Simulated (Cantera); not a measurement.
N2O furnace oxynitridation

An isothermal, constant-pressure homogeneous reactor starts with 46.4 % N₂O, 0.464 % H₂, 51.1 % N₂, 2.00 % H₂O, at 1025 K and 2670 Pa.

Cantera simulation using GRI-Mech 3.0 (53 species, 325 reactions); the numbers are that mechanism's predictions, not measurements. GRI-Mech 3.0 was tuned for natural gas; its chemistry of N2O as a main component is partial and can be far from experiment. Radical loss at walls, strong at low pressure, is not modelled. The mechanism lacks the step 2 NO + O2 → 2 NO2, which can matter for NO2 below about 1400 K. The temperature is held fixed by assumption; the heat of reaction is taken as removed at once.

```json
[
 {"t (s)": "0.000400", "x N₂O": "0.464", "x H₂": "0.00464", "x O": "2.60e-8", "x NO₂": "<1e-12", "x H₂O": "0.0200"},
 {"t (s)": "0.00172", "x N₂O": "0.464", "x H₂": "0.00464", "x O": "5.47e-8", "x NO₂": "<1e-12", "x H₂O": "0.0200"},
 {"t (s)": "0.00739", "x N₂O": "0.464", "x H₂": "0.00464", "x O": "5.98e-8", "x NO₂": "<1e-12", "x H₂O": "0.0200"},
 {"t (s)": "0.0317", "x N₂O": "0.464", "x H₂": "0.00462", "x O": "5.99e-8", "x NO₂": "2.59e-10", "x H₂O": "0.0200"},
 {"t (s)": "0.136", "x N₂O": "0.464", "x H₂": "0.00435", "x O": "6.26e-8", "x NO₂": "3.77e-8", "x H₂O": "0.0203"},
 {"t (s)": "0.586", "x N₂O": "0.463", "x H₂": "0.00297", "x O": "6.82e-8", "x NO₂": "3.03e-7", "x H₂O": "0.0216"},
 {"t (s)": "2.52", "x N₂O": "0.460", "x H₂": "0.000605", "x O": "7.73e-8", "x NO₂": "2.90e-6", "x H₂O": "0.0240"},
 {"t (s)": "10.8", "x N₂O": "0.458", "x H₂": "6.32e-6", "x O": "7.67e-8", "x NO₂": "3.54e-5", "x H₂O": "0.0246"},
 {"t (s)": "46.5", "x N₂O": "0.450", "x H₂": "3.90e-9", "x O": "7.11e-8", "x NO₂": "0.000101", "x H₂O": "0.0245"},
 {"t (s)": "200", "x N₂O": "0.420", "x H₂": "1.72e-9", "x O": "6.72e-8", "x NO₂": "0.000145", "x H₂O": "0.0242"}
]
```
x: mole fraction; the columns are a selection and need not sum to one.

Equilibrium at this temperature and pressure: N₂O 5.11e-10, H₂ 5.16e-11, O 8.79e-10, NO₂ 2.71e-7, H₂O 0.0200 (gas phase only).
